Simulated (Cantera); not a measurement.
A closed system holds: 1 mol FeS, 0.055 mol SO2, 0.57 mol H2O, at 11.0 mbar.

Method: chemical equilibrium by Gibbs-energy minimisation in Cantera with the NASA 1993 tables (ideal gas, pure condensed phases). Candidate condensed phases: Fe, FeO, Fe(OH)2, Fe(OH)3, FeS, FeSO4, FeS2, Fe2O3, Fe2(SO4)3, Fe3O4, H2O, H2SO4, S; 22 gas species. Metal and sulfide melt together well below either melting point, which pure phases cannot show. Mutual solubility and eutectic melting of coexisting phases are not modelled. The tables' stoichiometric FeO is somewhat more stable than real wüstite, so its field is too wide. FeO, FeS: taken at fixed stoichiometry. Gases not in the tables: S3 to S7. Equilibrium is a limit: real reactors are often held back by kinetics, nucleation or transport.

Question: Which condensed phases are stable at each of these points (T (°C)): 827, 877, 927, 977, 1027, 1077, 1127, 1177, 1227, 1277?

Answer: 
```
T (°C)   condensed phases  Fe condensed (%)
------  -----------------  ----------------
827     FeS(s) + Fe3O4(s)             100.0
877     FeS(s) + Fe3O4(s)             100.0
927       FeO(s) + FeS(s)             100.0
977       FeO(s) + FeS(s)             100.0
1027      FeO(s) + FeS(s)             100.0
1077      FeO(s) + FeS(s)             100.0
1127      FeO(s) + FeS(s)             100.0
1177      FeO(s) + FeS(s)             100.0
1227      FeO(s) + FeS(l)             100.0
1277      FeO(s) + FeS(l)             100.0
```

From 827 °C to 877 °C the condensed part is FeS(s) + Fe3O4(s). From 927 °C to 1177 °C the condensed part is FeO(s) + FeS(s). From 1227 °C to 1277 °C the condensed part is FeO(s) + FeS(l).
